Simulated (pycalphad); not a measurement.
## Freezing of Si-Y alloys with rising Y

Computed with pycalphad from the COST 507 light-alloy database (1999), at 1 atm. These are 1990s assessments: newer ones move some temperatures and phases. Phase fractions are per mole of atoms.

Scheil-Gulliver runs (no diffusion in the solid, steps of 4 K) beside full equilibrium.

| alloy | liquidus (K) | Scheil, half solid (K) | Scheil, 80 % solid (K) | Scheil, invariant end (K) | liquid left at that end | equilibrium solidus (K) |
|---|---|---|---|---|---|---|
| Si-11.44Y (wt.%) | 1650 | 1582 | at the invariant end | 1485 | 0.32 | 1485 |
| Si-16.51Y (wt.%) | ___ | ___ | at the invariant end | 1485 | ___ | 1485 |
| Si-21.22Y (wt.%) | 1582 | at the invariant end | at the invariant end | 1485 | 0.64 | 1485 |

### Question
Complete the blanks.

### Answer

- Si-16.51Y (wt.%), liquidus (K): 1619
- Si-16.51Y (wt.%), Scheil, half solid (K): 1496
- Si-16.51Y (wt.%), liquid left at that end: 0.48
